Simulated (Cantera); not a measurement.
**Gas-phase reforming**

An isothermal, constant-pressure homogeneous reactor starts with 20.0 % CH₄, 48.0 % CO₂, 32.0 % H₂, at 1998 K and 413 Torr.

Cantera simulation using GRI-Mech 3.0 (53 species, 325 reactions); the numbers are that mechanism's predictions, not measurements.

```tsv
t (s)	x CH₄	x CO₂	x H₂	x HO₂	x O₂	x C₂H
6.00e-6	0.199	0.480	0.320	9.62e-12	3.02e-12	<1e-12
3.05e-5	0.193	0.476	0.320	2.54e-11	9.88e-11	1.86e-9
0.000155	0.145	0.425	0.333	4.02e-11	2.35e-9	6.83e-7
0.000791	0.0496	0.247	0.306	6.43e-11	1.50e-8	3.21e-6
0.00403	0.00882	0.0838	0.249	8.54e-11	6.52e-8	4.36e-6
0.0205	0.00442	0.0540	0.320	3.33e-11	3.70e-8	1.08e-6
0.104	0.000113	0.0428	0.356	2.09e-11	2.76e-8	4.41e-9
0.531	1.67e-9	0.0427	0.356	2.17e-11	2.89e-8	<1e-12
2.70	1.67e-9	0.0427	0.356	2.17e-11	2.89e-8	<1e-12
13.8	1.67e-9	0.0427	0.356	2.17e-11	2.89e-8	<1e-12
70.0	1.67e-9	0.0427	0.356	2.17e-11	2.89e-8	<1e-12
```
x: mole fraction; the columns are a selection and need not sum to one.

Equilibrium at this temperature and pressure: CH₄ 1.91e-9, CO₂ 0.0427, H₂ 0.356, HO₂ 2.17e-11, O₂ 2.89e-8, C₂H <1e-12 (gas phase only).
